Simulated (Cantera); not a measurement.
Input: 1 mol SiC, 0.025 mol Si, 0.11 mol N₂, held at 1752 °C and 0.00133 bar.

Method: chemical equilibrium by Gibbs-energy minimisation in Cantera with the NASA 1993 tables (ideal gas, pure condensed phases). Candidate condensed phases: C, Si, SiC, Si₃N₄; 20 gas species. Mutual solubility and eutectic melting of coexisting phases are not modelled. The tables' values for SiN are old estimates; treat these amounts as uncertain. Rates play no part.

Base state: N₂ 0.954, Si 0.0437, Si₂C 0.00133, Si₂N 0.000490, Si₂ 0.000480, SiN 0.000382, Si₃ 0.000102 (mole fractions); condensed: Si(l) + SiC(s).

**Question.** What changes in the equilibrium state with this change: temperature from 1752 °C to 1627 °C?

**Answer.** 
```csv
species,before,after
N₂,0.954,0.990
Si,0.0437,0.00946
Si₂N,0.000490,0.000166
Si₂C,0.00133,0.000166
Si₂,0.000480,7.60e-5
Si₃,0.000102,1.71e-5
SiN,0.000382,0.000115
"Si(l), mol",0.0195,0.0239
"SiC(s), mol",1.000,1.000
```

**Question.** What changes in the equilibrium state with this change: pressure from 0.00133 bar to 0.0150 bar?

**Answer.** 
```csv
species,before,after
N₂,0.954,0.996
Si,0.0437,0.00388
Si₂N,0.000490,0.000149
Si₂C,0.00133,0.000118
Si₂,0.000480,4.27e-5
Si₃,0.000102,9.04e-6
SiN,0.000382,0.000116
"Si(l), mol",0.0195,0.0245
"SiC(s), mol",1.000,1.000
```
